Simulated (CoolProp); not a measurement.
R407C along the isobar 6380 kPa: density (kg/m³) from the reference equation and from simpler models built on Tc = 359.3 K, pc = 4632 kPa, ω = 0.363; each cubic takes its own stable root.

Values from CoolProp's reference Helmholtz-energy equation of state, Lemmon 2003. It is a pseudo-pure fit of the blend.

```
T (K)          phase  reference  van der Waals  Soave-Redlich-Kwong  Peng-Robinson
-----  -------------  ---------  -------------  -------------------  -------------
232.5         liquid       1386          824.3                 1242           1400
262.2         liquid       1296          780.0                 1162           1313
291.9         liquid       1195          729.1                 1064           1202
321.7         liquid       1073          667.4                934.0           1054
351.4         liquid      897.4          586.0                744.6          831.3
381.1  supercritical      427.6          447.5                368.6          392.0
410.8  supercritical      250.8          273.7                233.9          245.4
440.6  supercritical      200.1          215.1                189.7          197.5
470.3  supercritical      172.1          184.1                164.4          170.2
500    supercritical      153.3          163.4                147.0          151.6
```
